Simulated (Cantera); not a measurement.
## Thermodynamics of metals in furnace atmospheres, feed Ni + NH3 + N2

Charge: 1 mol Ni, 6.4 mol NH3, 74 mol N2, equilibrated at 1425 °C and 0.133 bar.

These are equilibrium values from Cantera (NASA tables, ideal gas, pure condensed phases), not measurements of a reactor. Candidate condensed phases: Ni; 10 gas species. Rates play no part.

| Item | Result |
|---|---|
| x(N2) | 0.889 |
| x(H2) | 0.111 |
| x(H) | 0.000132 |
| x(Ni) | 1.95e-5 |
| n(Ni(s)) | 0.998 mol |
| gas amount | 86.81 mol |
